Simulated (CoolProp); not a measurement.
Vapour-liquid equilibrium of R113 (1) + benzene (2) at 439.6 K; x and y are mole fractions of (1).

Values from CoolProp's multi-fluid Helmholtz-energy mixture model, Marx 1992 and Thol 2012; pair parameters Bell 2016.

```tsv
x	bubble pressure, mixture model (MPa)	bubble pressure, Raoult's law (MPa)	y, mixture model	y, Raoult's law
0.05	0.8735	0.8443	0.112	0.096
0.15	0.9953	0.9264	0.278	0.263
0.25	1.098	1.009	0.400	0.403
0.35	1.188	1.091	0.498	0.521
0.45	1.268	1.173	0.583	0.623
0.55	1.342	1.255	0.661	0.712
0.65	1.411	1.337	0.736	0.790
0.75	1.476	1.419	0.810	0.859
0.85	1.537	1.501	0.885	0.920
0.95	1.596	1.583	0.961	0.975
```

The largest gap from Raoult's law is +8.9 % in bubble pressure, at x = 0.35. No azeotrope shows between x = 0.05 and 0.95.

Pair parameters are fitted to limited data, so mixtures are less certain than the pure fluids.
